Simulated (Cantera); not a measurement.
Cantera run:

```python
import numpy as np
import cantera as ct

gas_names = """
    CL CL2 N N2 Si SiCL SiCL2 SiCL3 SiCL4 SiN Si2 Si2N Si3
""".split()
cond_names = """
    Si(cr) Si(L) Si3N4(a)
""".split()


# ... load() reads the species with a 1 bar reference pressure and builds the phases ...
atoms = {
    'SiCl4': {'Si': 1, 'CL': 4},
    'Cl2': {'CL': 2},
    'N2': {'N': 2},
}
top_T = {'Si3N4(a)': 2400}  # K; cautious upper limits of use, not melting points


# ... equilibrate(T, P, feed) seeds the gas with the atoms and calls Mixture.equilibrate('TP', solver="vcs", rtol=1e-11, max_steps=5000) ...
results = []
feed = {'SiCl4': 1, 'Cl2': 0.021, 'N2': 91}  # mol
T = 800  # K
P = 100000  # Pa
mix = equilibrate(T, P, feed)
results.append((T, P, feed, dict(zip(mix.species_names, mix.species_moles))))
x = sorted(zip(gas.X, gas.species_names), reverse=True)
print(f"T = {T:g} K  P = {P:g} Pa  gas = {mix.phase_moles(0):.4g} mol")
print("   x: " + "  ".join(f"{s} {v:.3e}" for v, s in x if v > 0.001))
print("   condensed (mol): " + ("  ".join(f"{mix.phase(i).name} {mix.phase_moles(i):.4g}"
      for i in range(1, mix.n_phases) if mix.phase_moles(i) > 1e-12) or "none"))
```

Result:

```
T = 800 K  P = 100000 Pa  gas = 92.02 mol
   x: N2 9.889e-01  SiCL4 1.087e-02
   condensed (mol): none
```

Method: chemical equilibrium by Gibbs-energy minimisation in Cantera with the NASA 1993 tables (ideal gas, pure condensed phases).
